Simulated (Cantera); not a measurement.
An isothermal plug-flow reactor at 1125 K and 0.306 atm (inlet), inlet velocity 0.71 m/s, active area per volume 2300 1/m; feed 0.499 % CH₄, 9.97 % O₂, 89.5 % N₂, equivalence ratio 0.10.

Model: Deutschmann's 1995 Pt surface mechanism with GRI-Mech 3.0 gas chemistry, integrated in Cantera. Catalytic surfaces can have several steady states; this one follows from the mechanism file's or the stated starting coverage. Mass transfer to the wall is taken as infinitely fast.

x: gas mole fraction; θ: surface coverage.

```json
[
 {"z (m)": "0.00012", "x CH₄": "0.00426", "x O₂": "0.0983", "x H₂O": "0.00146", "x CO₂": "0.000725", "x CO": "4.86e-6", "θ free Pt": "0.416", "θ O*": "0.583"},
 {"z (m)": "0.00021", "x CH₄": "0.00378", "x O₂": "0.0973", "x H₂O": "0.00242", "x CO₂": "0.00120", "x CO": "4.31e-6", "θ free Pt": "0.417", "θ O*": "0.583"},
 {"z (m)": "0.00038", "x CH₄": "0.00301", "x O₂": "0.0958", "x H₂O": "0.00394", "x CO₂": "0.00197", "x CO": "3.45e-6", "θ free Pt": "0.418", "θ O*": "0.582"},
 {"z (m)": "0.00067", "x CH₄": "0.00204", "x O₂": "0.0939", "x H₂O": "0.00588", "x CO₂": "0.00294", "x CO": "2.35e-6", "θ free Pt": "0.419", "θ O*": "0.581"},
 {"z (m)": "0.0012", "x CH₄": "0.00100", "x O₂": "0.0918", "x H₂O": "0.00796", "x CO₂": "0.00398", "x CO": "1.15e-6", "θ free Pt": "0.420", "θ O*": "0.580"},
 {"z (m)": "0.0021", "x CH₄": "0.000296", "x O₂": "0.0904", "x H₂O": "0.00936", "x CO₂": "0.00468", "x CO": "3.43e-7", "θ free Pt": "0.420", "θ O*": "0.579"},
 {"z (m)": "0.0038", "x CH₄": "2.95e-5", "x O₂": "0.0898", "x H₂O": "0.00990", "x CO₂": "0.00495", "x CO": "3.56e-8", "θ free Pt": "0.421", "θ O*": "0.579"},
 {"z (m)": "0.0067", "x CH₄": "[?]", "x O₂": "0.0898", "x H₂O": "0.00996", "x CO₂": "0.00498", "x CO": "[?]", "θ free Pt": "0.421", "θ O*": "0.579"},
 {"z (m)": "0.012", "x CH₄": "[?]", "x O₂": "0.0898", "x H₂O": "0.00996", "x CO₂": "0.00498", "x CO": "8.89e-10", "θ free Pt": "0.421", "θ O*": "0.579"}
]
```

**Question.** What belongs in the gaps?

**Answer.** 
- 0.0067, x CH₄: 6.05e-7
- 0.0067, x CO: 1.87e-9
- 0.012, x CH₄: 5.35e-9
